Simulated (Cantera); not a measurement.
Input: 1 mol SiH₄, 270 mol H₂, at 2548 K and 0.280 bar.

Equilibrium computed with Cantera from the NASA thermochemical tables; the gas is ideal and each condensed phase is pure. Candidate condensed phases: Si; 9 gas species. Gases not in the tables: Si₂H₆ and higher silanes. Equilibrium is a limit: real reactors are often held back by kinetics, nucleation or transport.

Base state: H₂ 0.940, H 0.0567, Si 0.00302, SiH 0.000380, SiH₂ 0.000142, Si₂ 1.08e-5 (mole fractions); condensed: gas only.

Question: What changes in the equilibrium state with this change: temperature from 2548 K to 1825 K?

Answer: 
```json
[
 {"species": "H₂", "before": "0.940", "after": "0.999"},
 {"species": "H", "before": "0.0567", "after": "0.000832"},
 {"species": "SiH₂", "before": "0.000142", "after": "3.56e-5"},
 {"species": "Si", "before": "0.00302", "after": "1.62e-5"},
 {"species": "Si₂", "before": "1.08e-5", "after": "1.06e-7"},
 {"species": "SiH", "before": "0.000380", "after": "9.13e-6"},
 {"species": "Si(l), mol", "before": "0", "after": "0.983"}
]
```
